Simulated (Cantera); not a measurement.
Ignition delay

Mixture: CH4 : O2 : N2 = 1 : 1.25 : 4.7 (molar parts), at 5.00 bar, adiabatic and at constant volume. Ignition delay is the time to a rise of 400 K.

Model: GRI-Mech 3.0 (53 species, 325 reactions), integrated in Cantera.

```csv
T0 (K),delay (ms)
1048,104
1123,34.5
1198,12.4
1273,4.81
1348,1.98
1423,0.858
1498,0.390
1573,0.186
```

```
Quantity                                                Result
--------------------------------------------------  ----------
apparent activation energy between 1423 and 1573 K  190 kJ/mol
```
